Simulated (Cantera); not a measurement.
Mixture: 20.9 % H2, 16.6 % O2, 62.3 % N2, 0.121 % NO, at 1.00 bar, adiabatic and at constant volume. Ignition delay is the time to a rise of 400 K.

Model: GRI-Mech 3.0 (53 species, 325 reactions), integrated in Cantera. The mechanism lacks 2 NO + O2 → 2 NO2 and HONO, so NO2 and the effect of NO are under-described below about 1400 K. Where the delays flatten at high temperature, the 400 K rule measures the pace of heat release, not the induction time.

Task: Predict: delay at 1175 K; delay at 1250 K; delay at 1325 K; delay at 1400 K; delay at 1475 K; delay at 1550 K.

Result: 
| Quantity | Value |
|---|---|
| delay at 1175 K | 52.1 µs |
| delay at 1250 K | 36.0 µs |
| delay at 1325 K | 26.9 µs |
| delay at 1400 K | 21.5 µs |
| delay at 1475 K | 18.3 µs |
| delay at 1550 K | 16.4 µs |
